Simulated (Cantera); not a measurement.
ZrO2 + H2 (hydrogen reduction and annealing atmospheres)

Feed: 1 mol ZrO2, 39 mol H2, at 1.00 bar.

These are equilibrium values from Cantera (NASA tables, ideal gas, pure condensed phases), not measurements of a reactor. Candidate condensed phases: H2O, Zr, ZrO2; 12 gas species. Rates play no part.

| T (K) | log p H2 | log p H | log p H2O | log p ZrO | log p Zr | log p OH | log p ZrO2 | n ZrO2(monoclinic) | n ZrO2(tetragonal) |
|---|---|---|---|---|---|---|---|---|---|
| 1373 | 0.00 | -5.48 | -9.44 | <-12 | <-12 | <-12 | <-12 | 1.00 | 0 |
| 1473 | 0.00 | -4.90 | -8.68 | <-12 | <-12 | <-12 | <-12 | 1.00 | 0 |
| 1573 | 0.00 | -4.39 | -8.02 | -11.65 | <-12 | <-12 | <-12 | 0 | 1.00 |
| 1673 | 0.00 | -3.94 | -7.45 | -10.43 | -11.69 | <-12 | <-12 | 0 | 1.000 |
| 1773 | 0.00 | -3.55 | -6.94 | -9.34 | -10.62 | -11.69 | <-12 | 0 | 1.000 |
| 1873 | 0.00 | -3.19 | -6.48 | -8.37 | -9.68 | -10.78 | -11.85 | 0 | 1.000 |
| 1973 | 0.00 | -2.87 | -6.08 | -7.50 | -8.83 | -9.97 | -10.76 | 0 | 1.000 |
| 2073 | 0.00 | -2.58 | -5.71 | -6.72 | -8.06 | -9.23 | -9.77 | 0 | 1.000 |
| 2173 | 0.00 | -2.32 | -5.37 | -6.02 | -7.37 | -8.56 | -8.87 | 0 | 1.000 |
| 2273 | 0.00 | -2.08 | -5.05 | -5.39 | -6.76 | -7.94 | -8.06 | 0 | 1.000 |
log p: log10 of the partial pressure in bar; n: condensed amount in mol.

From 1373 K to 1473 K the condensed part is ZrO2(monoclinic). From 1573 K to 2273 K the condensed part is ZrO2(tetragonal).
